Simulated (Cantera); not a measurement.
Stirred combustor or abatement burner

A perfectly stirred reactor is fed with 1.71 % C3H8, 8.94 % O2, 89.4 % N2, equivalence ratio 0.96, at 0.370 bar; it is adiabatic with a 650 K inlet, and is followed from long to short residence time, starting on the burning branch (τ in s: 0.1, 0.04, 0.016, 0.0061, 0.0024, 0.00092, 0.00036, 0.00014, 5.5e-05).

Computed with Cantera and GRI-Mech 3.0 (53 species, 325 reactions). GRI-Mech 3.0 was tuned for natural gas; its chemistry of propane as a main component is partial and can be far from experiment.

```csv
τ (s),T (K),x C3H8,x O2,x H,x C2H2,x O,x HO2
0.10,1572,1.45e-6,0.00644,0.000859,2.40e-6,0.000396,7.83e-7
0.040,1548,2.58e-6,0.00751,0.00147,3.49e-6,0.000611,1.05e-6
0.016,1518,4.85e-6,0.00881,0.00232,5.38e-6,0.000881,1.41e-6
0.0061,1480,1.05e-5,0.0106,0.00330,9.42e-6,0.00116,2.03e-6
0.0024,1432,2.73e-5,0.0136,0.00376,1.97e-5,0.00125,3.53e-6
0.00092,650,0.0171,0.0893,<1e-12,<1e-12,<1e-12,<1e-12
0.00036,650,0.0171,0.0893,<1e-12,<1e-12,<1e-12,<1e-12
0.00014,650,0.0171,0.0893,<1e-12,<1e-12,<1e-12,<1e-12
5.5e-5,650,0.0171,0.0893,<1e-12,<1e-12,<1e-12,<1e-12
```
x: mole fraction; the columns are a selection and need not sum to one.
